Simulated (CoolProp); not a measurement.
Vapour-liquid equilibrium of benzene (1) + cyclohexane (2) at 14.8 bar; x and y are mole fractions of (1).

Computed with CoolProp (multi-fluid Helmholtz-energy mixture model, Thol 2012 and Zhou 2014; pair parameters Bell 2016).

```tsv
x	bubble temperature, mixture model (°C)	bubble temperature, Raoult's law (°C)	y, mixture model	y, Raoult's law
0.05	205.1	205.9	0.060	0.053
0.15	203.4	205.4	0.172	0.159
0.25	202.0	205.0	0.277	0.263
0.35	200.9	204.5	0.375	0.365
0.45	200.2	204.1	0.469	0.467
0.55	199.7	203.7	0.560	0.567
0.65	199.5	203.2	0.650	0.665
0.75	199.7	202.8	0.742	0.762
0.85	200.2	202.4	0.839	0.858
0.95	201.2	202.0	0.943	0.953
```

The largest gap from Raoult's law is -4.0 K in bubble temperature, at x = 0.55. y crosses x between x = 0.55 and 0.65: the model has an azeotrope there.

Pair parameters are fitted to limited data, so mixtures are less certain than the pure fluids.
